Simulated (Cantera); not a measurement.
HMDSO + NO (silicon oxide and oxynitride deposition)

A closed system holds: 1 mol HMDSO, 6 mol NO, at 923.15 K and 390 Torr.

Method: chemical equilibrium by Gibbs-energy minimisation in Cantera with the NASA 1993 tables (ideal gas, pure condensed phases). Candidate condensed phases: C, C₆H₆, C₇H₈, C₈H₁₈, H₂O, Si, SiC, SiO₂, Si₂N₂O, Si₃N₄; 151 gas species. The feed counts by its element totals alone. Rates play no part.

```yaml
x(H₂): 0.543
x(N₂): 0.222
x(CO): 0.121
x(H₂O): 0.0529
x(CH₄): 0.0356
x(CO₂): 0.0241
x(NH₃): 9.91e-5
n(C(graphite)): 3.56 mol
n(SiO₂(β-quartz)): 2.00 mol
gas_amount: 13.48 mol
log10 activity of Si(s) (absent): -17.78
```
